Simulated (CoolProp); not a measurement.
Vapour-liquid equilibrium of carbon dioxide (1) + propane (2) at 249.6 K; x and y are mole fractions of (1).

Computed with CoolProp (multi-fluid Helmholtz-energy mixture model, Span 1996 and Lemmon 2009; pair parameters Kunz 2012).

```
x     bubble pressure, mixture model (bar)  bubble pressure, Raoult's law (bar)  y, mixture model  y, Raoult's law
----  ------------------------------------  -----------------------------------  ----------------  ---------------
0.05                                   [?]                                2.921               [?]            0.302
0.2                                    [?]                                5.243             0.746            0.672
0.35                                 11.11                                7.565             0.834            0.815
0.5                                    [?]                                9.887             0.872            0.891
0.65                                 14.61                                12.21             0.897            0.938
0.8                                  15.83                                14.53             0.925            0.970
0.95                                 17.17                                16.85             0.974            0.994
```

Problem. What belongs in the gaps?

Solution. 
- 0.05, bubble pressure, mixture model (bar): 3.595
- 0.05, y, mixture model: 0.409
- 0.2, bubble pressure, mixture model (bar): 7.835
- 0.5, bubble pressure, mixture model (bar): 13.21

The largest gap from Raoult's law is +49.4 % in bubble pressure, at x = 0.2. No azeotrope shows between x = 0.05 and 0.95.

Pair parameters are fitted to limited data, so mixtures are less certain than the pure fluids.
